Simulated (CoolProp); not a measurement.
A single-stage vapour-compression cycle with chloromethane (R40): evaporating at 245.15 K (dew point), condensing at 312.15 K (bubble point), superheat 10 K, subcooling 8 K, compressor efficiency 0.75, no pressure losses. Each further row changes one setting.

Model: reference Helmholtz-energy equation of state, Thol 2014, in CoolProp.

```json
[
 {"case": "as stated", "cooling COP": "2.17", "pressure ratio": "10.0", "discharge temperature (K)": "441.8", "refrigerating effect (kJ/kg)": "346", "volumetric capacity (kJ/m³)": "717"},
 {"case": "evaporating temperature 250.15 K", "cooling COP": "2.45", "pressure ratio": "8.05", "discharge temperature (K)": "428.9", "refrigerating effect (kJ/kg)": "349", "volumetric capacity (kJ/m³)": "888"},
 {"case": "condensing temperature 307.15 K", "cooling COP": "2.39", "pressure ratio": "8.77", "discharge temperature (K)": "430.0", "refrigerating effect (kJ/kg)": "354", "volumetric capacity (kJ/m³)": "734"},
 {"case": "subcooling 13 K", "cooling COP": "2.23", "pressure ratio": "10.0", "discharge temperature (K)": "441.8", "refrigerating effect (kJ/kg)": "354", "volumetric capacity (kJ/m³)": "734"},
 {"case": "superheat 20 K", "cooling COP": "2.14", "pressure ratio": "10.0", "discharge temperature (K)": "455.2", "refrigerating effect (kJ/kg)": "354", "volumetric capacity (kJ/m³)": "703"},
 {"case": "compressor efficiency 0.65", "cooling COP": "1.88", "pressure ratio": "10.0", "discharge temperature (K)": "464.5", "refrigerating effect (kJ/kg)": "346", "volumetric capacity (kJ/m³)": "717"}
]
```
